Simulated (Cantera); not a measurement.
## Counterflow diffusion flame

A counterflow diffusion flame at 1.01 bar, nozzles 20 mm apart: fuel side CH4 : N2 = 1 : 1.8 (molar parts) at 323 K, oxidiser side O2 : N2 = 0.21 : 0.79 (molar parts) at 575 K, fuel mass flux 1 times the oxidiser's; mixture-averaged transport, no radiation.

Detailed kinetics in Cantera: GRI-Mech 3.0 (53 species, 325 reactions). GRI-Mech 3.0 has no aromatics or soot, which form on the fuel side of real flames. The maximum strain rate includes the flame's own expansion and is several times the mean.

```csv
oxidiser flux (kg/m²/s),max strain (1/s),mean strain (1/s),T max (K),peak x OH,peak x H,peak x NO,peak x CO,peak x C2H2
0.25,152,34.4,1969,0.00525,0.00252,0.000178,0.0346,0.00456
0.35,206,48.2,1953,0.00526,0.00265,0.000159,0.0347,0.00427
0.49,282,67.4,1937,0.00523,0.00277,0.000138,0.0349,0.00398
0.69,388,94.9,1919,0.00516,0.00287,0.000114,0.0352,0.00364
0.96,528,132,1898,0.00502,0.00293,9.03e-5,0.0356,0.00325
1.3,702,179,1874,0.00480,0.00292,6.77e-5,0.0359,0.00279
1.9,1000,261,1833,0.00435,0.00276,4.01e-5,0.0365,0.00208
```
x: mole fraction; the columns are a selection and need not sum to one.
